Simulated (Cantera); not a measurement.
A Cantera script and what it prints.

```python
import numpy as np
import cantera as ct

gas_names = [...]  # 113 gases of nasa_gas.yaml made of C, H, O, Pb
cond_names = """
    C(gr) C6H6(L) C7H8(L) C8H18(L),n-octa H2O(s) H2O(L) Pb(cr) Pb(L) PbO(rd) PbO(yw) PbO(L) PbO2(s)
    Pb3O4(s)
""".split()


# ... load() reads the species with a 1 bar reference pressure and builds the phases ...
atoms = {
    'PbO': {'Pb': 1, 'O': 1},
    'C': {'C': 1},
    'H2': {'H': 2},
}
top_T = {'C(gr)': 4500, 'Pb3O4(s)': 820}  # K; cautious upper limits of use, not melting points


# ... equilibrate(T, P, feed) seeds the gas with the atoms and calls Mixture.equilibrate('TP', solver="vcs", rtol=1e-11, max_steps=5000) ...
results = []
feed = {'PbO': 1, 'C': 2.5, 'H2': 0.42}  # mol
P = 170000  # Pa
for T in [2073, 2148, 2223, 2298, 2373, 2448, 2523, 2598]:
    mix = equilibrate(T, P, feed)
    results.append((T, P, feed, dict(zip(mix.species_names, mix.species_moles))))
    x = sorted(zip(gas.X, gas.species_names), reverse=True)
    print(f"T = {T:g} K  P = {P:g} Pa  gas = {mix.phase_moles(0):.4g} mol")
    print("   x: " + "  ".join(f"{s} {v:.3e}" for v, s in x if v > 0.001))
    print("   condensed (mol): " + ("  ".join(f"{mix.phase(i).name} {mix.phase_moles(i):.4g}"
          for i in range(1, mix.n_phases) if mix.phase_moles(i) > 1e-12) or "none"))
```

Result:

```
T = 2073 K  P = 170000 Pa  gas = 2.418 mol
   x: CO 4.135e-01  Pb 4.111e-01  H2 1.730e-01  Pb2 1.218e-03
   condensed (mol): C(gr) 1.499
T = 2148 K  P = 170000 Pa  gas = 2.419 mol
   x: CO 4.134e-01  Pb 4.113e-01  H2 1.726e-01  H 1.328e-03  Pb2 1.067e-03
   condensed (mol): C(gr) 1.498
T = 2223 K  P = 170000 Pa  gas = 2.42 mol
   x: CO 4.132e-01  Pb 4.113e-01  H2 1.720e-01  H 2.038e-03
   condensed (mol): C(gr) 1.498
T = 2298 K  P = 170000 Pa  gas = 2.422 mol
   x: CO 4.129e-01  Pb 4.113e-01  H2 1.712e-01  H 3.039e-03
   condensed (mol): C(gr) 1.496
T = 2373 K  P = 170000 Pa  gas = 2.424 mol
   x: CO 4.126e-01  Pb 4.111e-01  H2 1.700e-01  H 4.417e-03  C2H2,acetylene 1.046e-03
   condensed (mol): C(gr) 1.495
T = 2448 K  P = 170000 Pa  gas = 2.426 mol
   x: CO 4.122e-01  Pb 4.109e-01  H2 1.685e-01  H 6.267e-03  C2H2,acetylene 1.457e-03
   condensed (mol): C(gr) 1.493
T = 2523 K  P = 170000 Pa  gas = 2.429 mol
   x: CO 4.117e-01  Pb 4.105e-01  H2 1.665e-01  H 8.699e-03  C2H2,acetylene 1.983e-03
   condensed (mol): C(gr) 1.49
T = 2598 K  P = 170000 Pa  gas = 2.433 mol
   x: CO 4.110e-01  Pb 4.099e-01  H2 1.640e-01  H 1.183e-02  C2H2,acetylene 2.639e-03
   condensed (mol): C(gr) 1.487
```

Equilibrium computed with Cantera from the NASA thermochemical tables; the gas is ideal and each condensed phase is pure.
